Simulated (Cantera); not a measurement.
## Equilibrium for hydrogen reduction and annealing atmospheres: FeS + H₂ + N₂

A closed system holds: 1 mol FeS, 0.31 mol H₂, 32 mol N₂, held at 17.0 mbar.

Equilibrium computed with Cantera from the NASA thermochemical tables; the gas is ideal and each condensed phase is pure. Candidate condensed phases: Fe, FeS, FeS₂, S; 16 gas species. Metal and sulfide melt together well below either melting point, which pure phases cannot show. Mutual solubility and eutectic melting of coexisting phases are not modelled. FeS: taken at fixed stoichiometry. Equilibrium is a limit: real reactors are often held back by kinetics, nucleation or transport.

```json
[
 {"T (°C)": "1202", "x N₂": "0.990", "x Fe": "5.14e-6", "x S₂": "0.000706", "x H₂": "0.00943", "x S": "6.17e-6", "x H": "9.66e-6", "x SH": "3.78e-5", "n Fe(γ)": "0.0512", "n FeS(l)": "0.949", "n Fe(δ)": "0", "n Fe(l)": "0"},
 {"T (°C)": "1252", "x N₂": "0.989", "x Fe": "1.49e-5", "x S₂": "0.00136", "x H₂": "0.00939", "x S": "1.53e-5", "x H": "1.76e-5", "x SH": "6.39e-5", "n Fe(γ)": "0.0948", "n FeS(l)": "0.905", "n Fe(δ)": "0", "n Fe(l)": "0"},
 {"T (°C)": "1302", "x N₂": "0.988", "x Fe": "4.02e-5", "x S₂": "0.00251", "x H₂": "0.00934", "x S": "3.58e-5", "x H": "3.08e-5", "x SH": "0.000104", "n Fe(γ)": "0.171", "n FeS(l)": "0.828", "n Fe(δ)": "0", "n Fe(l)": "0"},
 {"T (°C)": "1352", "x N₂": "0.986", "x Fe": "0.000102", "x S₂": "0.00446", "x H₂": "0.00927", "x S": "7.96e-5", "x H": "5.21e-5", "x SH": "0.000165", "n Fe(γ)": "0.300", "n FeS(l)": "0.697", "n Fe(δ)": "0", "n Fe(l)": "0"},
 {"T (°C)": "1402", "x N₂": "0.982", "x Fe": "0.000244", "x S₂": "0.00765", "x H₂": "0.00917", "x S": "0.000168", "x H": "8.53e-5", "x SH": "0.000253", "n Fe(γ)": "0", "n FeS(l)": "0.482", "n Fe(δ)": "0.510", "n Fe(l)": "0"},
 {"T (°C)": "1452", "x N₂": "0.977", "x Fe": "0.000554", "x S₂": "0.0127", "x H₂": "0.00902", "x S": "0.000342", "x H": "0.000135", "x SH": "0.000377", "n Fe(γ)": "0", "n FeS(l)": "0.135", "n Fe(δ)": "0.846", "n Fe(l)": "0"},
 {"T (°C)": "1502", "x N₂": "0.974", "x Fe": "0.00120", "x S₂": "0.0146", "x H₂": "0.00893", "x S": "0.000561", "x H": "0.000210", "x SH": "0.000465", "n Fe(γ)": "0", "n FeS(l)": "0", "n Fe(δ)": "0.961", "n Fe(l)": "0"},
 {"T (°C)": "1552", "x N₂": "0.972", "x Fe": "0.00246", "x S₂": "0.0144", "x H₂": "0.00886", "x S": "0.000835", "x H": "0.000318", "x SH": "0.000528", "n Fe(γ)": "0", "n FeS(l)": "0", "n Fe(δ)": "0", "n Fe(l)": "0.919"},
 {"T (°C)": "1602", "x N₂": "0.970", "x Fe": "0.00477", "x S₂": "0.0142", "x H₂": "0.00875", "x S": "0.00121", "x H": "0.000470", "x SH": "0.000592", "n Fe(γ)": "0", "n FeS(l)": "0", "n Fe(δ)": "0", "n Fe(l)": "0.843"},
 {"T (°C)": "1652", "x N₂": "0.965", "x Fe": "0.00892", "x S₂": "0.0138", "x H₂": "0.00859", "x S": "0.00172", "x H": "0.000680", "x SH": "0.000656", "n Fe(γ)": "0", "n FeS(l)": "0", "n Fe(δ)": "0", "n Fe(l)": "0.704"},
 {"T (°C)": "1702", "x N₂": "0.958", "x Fe": "0.0161", "x S₂": "0.0134", "x H₂": "0.00836", "x S": "0.00239", "x H": "0.000960", "x SH": "0.000715", "n Fe(γ)": "0", "n FeS(l)": "0", "n Fe(δ)": "0", "n Fe(l)": "0.461"},
 {"T (°C)": "1752", "x N₂": "0.946", "x Fe": "0.0283", "x S₂": "0.0127", "x H₂": "0.00805", "x S": "0.00324", "x H": "0.00132", "x SH": "0.000765", "n Fe(γ)": "0", "n FeS(l)": "0", "n Fe(δ)": "0", "n Fe(l)": "0.0423"},
 {"T (°C)": "1802", "x N₂": "0.944", "x Fe": "0.0295", "x S₂": "0.0121", "x H₂": "0.00778", "x S": "0.00432", "x H": "0.00180", "x SH": "0.000816", "n Fe(γ)": "0", "n FeS(l)": "0", "n Fe(δ)": "0", "n Fe(l)": "0"}
]
```
x: gas mole fraction; n: condensed amount in mol.

From 1202 °C to 1352 °C the condensed part is Fe(γ) + FeS(l). From 1402 °C to 1452 °C the condensed part is Fe(δ) + FeS(l). At 1502 °C the condensed part is Fe(δ). From 1552 °C to 1752 °C the condensed part is Fe(l). At 1802 °C nothing is condensed. The main Fe-bearing gas is Fe throughout.
